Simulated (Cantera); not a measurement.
Charge: 1 mol Si, 0.21 mol CO2, a varied amount of H2, 2.7 mol H2O, equilibrated at 1450 K and 0.133 bar.

Equilibrium computed with Cantera from the NASA thermochemical tables; the gas is ideal and each condensed phase is pure. Candidate condensed phases: C, C6H6, C7H8, C8H18, H2O, Si, SiC, SiO2; 123 gas species. The tables hold silica as quartz up to 1696 K and as liquid above; real silica turns to tridymite and cristobalite and melts near 1996 K. Equilibrium is a limit: real reactors are often held back by kinetics, nucleation or transport.

Task: At 130 mol H2, list the 4 most abundant gas species with their mole fractions, and the condensed phases.

Result: H2 0.992, H2O 0.00684, CO 0.00158, H 2.58e-5. Condensed: SiO2(β-quartz).
